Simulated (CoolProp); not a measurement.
R407C at 436.01 K and 0.112 MPa is throttled through a valve to 0.00432 MPa with no heat exchange. Each further row changes one setting.

Values from CoolProp's reference Helmholtz-energy equation of state, Lemmon 2003. It is a pseudo-pure fit of the blend.

```tsv
case	temperature change (K)	final density (kg/m³)
as stated	-0.6	[?]
outlet pressure 0.0013 MPa	-0.7	[?]
outlet pressure 0.00562 MPa	-0.6	[?]
```

**Question.** Complete the blanks.

**Answer.** 
- as stated, final density (kg/m³): 0.103
- outlet pressure 0.0013 MPa, final density (kg/m³): 0.0310
- outlet pressure 0.00562 MPa, final density (kg/m³): 0.134
